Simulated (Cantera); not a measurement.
Cantera run:

```python
import numpy as np
import cantera as ct

gas_names = """
    H HNO HNO2 HNO3 HO2 H2 H2O H2O2 N NH NH2 NH3 NH2OH NO NO2 NO3 N2 N2H2 N2H4 N2O O OH O2 O3 Si SiH
    SiH2 SiH3 SiH4 SiN SiO SiO2 Si2 Si2N Si3
""".split()
cond_names = """
    H2O(s) H2O(L) Si(cr) Si(L) SiO2(Lqz) SiO2(hqz) SiO2(L) Si2N2O(s) Si3N4(a)
""".split()


def load(file, names, dense=False):
    # The tables refer to 1 bar. Condensed volumes are neglected.
    table = {s.name: s for s in ct.Species.list_from_file(file)}
    out = []
    for n in names:
        d = dict(table[n].input_data)
        d["thermo"] = dict(d["thermo"], **{"reference-pressure": 1e5})
        if dense:
            d["equation-of-state"] = {"model": "constant-volume", "density": "1e6 g/cm^3"}
        out.append(ct.Species.from_dict(d))
    return out


gas = ct.Solution(thermo="ideal-gas", species=load("nasa_gas.yaml", gas_names))
cond = {s.name: ct.Solution(thermo="fixed-stoichiometry", species=[s], name=s.name)
        for s in load("nasa_condensed.yaml", cond_names, dense=True)}
atoms = {
    'Si': {'Si': 1},
    'N2O': {'N': 2, 'O': 1},
    'H2': {'H': 2},
}
top_T = {'Si2N2O(s)': 2100, 'Si3N4(a)': 2400}  # K; cautious upper limits of use, not melting points


def equilibrate(T, P, feed):
    n = {}
    for name, mol in feed.items():
        for a, k in atoms[name].items():
            n[a] = n.get(a, 0.0) + k * mol
    gas.TPX = T, P, n
    mass = sum(n.values()) * gas.mean_molecular_weight
    gas.equilibrate("TP")
    valid = [c for c in cond.values() if c.min_temp <= T <= top_T.get(c.name, c.max_temp)]
    mix = ct.Mixture([(gas, mass / gas.mean_molecular_weight)] + [(c, 0.0) for c in valid])
    mix.T, mix.P = T, P
    mix.equilibrate("TP", solver="vcs", rtol=1e-11, max_steps=5000)
    return mix


results = []
feed = {'Si': 1, 'N2O': 0.12, 'H2': 40}  # mol
P = 0.44  # Pa
for T in [1125, 1175, 1225, 1275, 1325, 1375, 1425, 1475]:
    mix = equilibrate(T, P, feed)
    results.append((T, P, feed, dict(zip(mix.species_names, mix.species_moles))))

top = {s: max(r[3][s] / sum(r[3][g] for g in gas_names) for r in results) for s in gas_names}
cols = sorted((s for s in top if top[s] > 0.001), key=lambda s: -top[s])[:6]
seen = [c for c in cond_names if any(r[3].get(c, 0) > 1e-12 for r in results)]
print("log10 of partial pressures in bar; condensed amounts in mol")
print(f"{'T/K':>10s}" + "".join(f"{s[:9]:>10s}" for s in cols + seen))
for T, P, feed, n in results:
    ng = sum(n[g] for g in gas_names)
    print(f"{T:10.4g}" + "".join(f"{np.log10(max(n[s] / ng * P / 1e5, 1e-99)):10.3f}" for s in cols)
          + "".join(f"{n.get(c, 0):10.4g}" for c in seen))
```

It prints:

```
log10 of partial pressures in bar; condensed amounts in mol
       T/K        H2         H       SiO        N2        Si    Si(cr) Si2N2O(s)
      1125    -5.357   -10.031   -10.001   -10.001   -13.154    0.7609    0.1191
      1175    -5.357    -9.590    -9.179    -9.179   -12.271     0.766     0.114
      1225    -5.357    -9.185    -8.425    -8.425   -11.461    0.7942   0.08577
      1275    -5.359    -8.812    -7.882    -7.882   -10.715    0.8798         0
      1325    -5.359    -8.466    -7.882    -7.882   -10.025    0.8791         0
      1375    -5.360    -8.145    -7.882    -7.882    -9.387    0.8762         0
      1425    -5.361    -7.846    -7.883    -7.883    -8.793     0.865         0
      1475    -5.362    -7.568    -7.884    -7.884    -8.240    0.8266         0
```

Cantera equilibrium calculation (NASA polynomials, part measured and part estimated; ideal gas, pure solids and liquids). Mutual solubility and eutectic melting of coexisting phases are not modelled.
